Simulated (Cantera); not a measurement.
Charge: 1 mol SiC, 0.012 mol N₂O, 12 mol H₂, equilibrated at 1300 °C and 1 atm.

These are equilibrium values from Cantera (NASA tables, ideal gas, pure condensed phases), not measurements of a reactor. Mutual solubility and eutectic melting of coexisting phases are not modelled. Equilibrium is a limit: real reactors are often held back by kinetics, nucleation or transport.

```
species           before     after
--------------  --------  --------
H₂                 0.998     0.997
N₂              0.000555  0.000996
H                4.04e-5  0.000887
SiO              3.29e-5  0.000497
CH₄             0.000378   1.97e-7
CO              0.000524  0.000500
SiC(s), mol        0.989     0.994
Si₂N₂O(s), mol   0.00528         0
```
Gas species are given as mole fractions.

Problem. Name the change that produced these shifts.
(A) pressure from 1 atm to 5.40 Pa
(B) N₂O from 0.012 to 0.89 mol
(C) N₂O from 0.012 to 2.2 mol
(D) pressure from 1 atm to 2.10 mbar

Solution. D, pressure from 1 atm to 2.10 mbar
